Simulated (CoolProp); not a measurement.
Vapour-liquid equilibrium of CHF3 (R23) (1) + sulfur hexafluoride (2) at 649 kPa; x and y are mole fractions of (1).

Model: multi-fluid Helmholtz-energy mixture model, Penoncello 2003 and Guder 2009; pair parameters Bell 2016, in CoolProp.

Task: Give the bubble temperature and the first vapour's composition at x = 0.15, 0.25, 0.55. Is there an azeotrope?

Result: x = 0.15: 238.5 K, y = 0.403; x = 0.25: 234.9 K, y = 0.508; x = 0.55: 230.7 K, y = 0.666. y crosses x between x = 0.75 and 0.85: the model has an azeotrope there.

Pair parameters are fitted to limited data, so mixtures are less certain than the pure fluids.
